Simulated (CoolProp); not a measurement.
The numbers come from the reference Helmholtz-energy equation of state, Thol 2014 in CoolProp.

Task: Give the vapour pressure (bar), vapour density (kg/m³), enthalpy of vaporisation (kJ/kg) of saturated chloromethane (R40) at 50.05 °C.

Result: 
```
T (°C)  p (bar)  vapour density (kg/m³)  enthalpy of vaporisation (kJ/kg)
------  -------  ----------------------  --------------------------------
50.05      11.3                    25.4                               341
```
